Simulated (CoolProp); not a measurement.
Vapour-liquid equilibrium of isobutane (1) + isobutene (2) at 213 K; x and y are mole fractions of (1).

Model: multi-fluid Helmholtz-energy mixture model, Bücker 2006 and Lemmon 2005; pair parameters Bell 2016, in CoolProp.

```tsv
x	bubble pressure (MPa)	y at the bubble point	dew pressure at overall composition x (MPa)	liquid density (mol/L)
0.05	0.007002	[?]	0.006952	12.13
0.2	[?]	0.262	0.007304	11.95
0.35	0.007852	0.426	0.007667	11.78
0.5	0.008210	0.572	0.008034	11.61
0.65	0.008533	0.707	0.008398	11.45
0.8	0.008827	0.835	[?]	11.29
0.95	0.009097	0.959	0.009078	11.14
```

Problem. What belongs in the gaps?

Solution. 
- 0.05, y at the bubble point: 0.072
- 0.2, bubble pressure (MPa): 0.007454
- 0.8, dew pressure at overall composition x (MPa): 0.008749

No azeotrope shows between x = 0.05 and 0.95.

Pair parameters are fitted to limited data, so mixtures are less certain than the pure fluids.
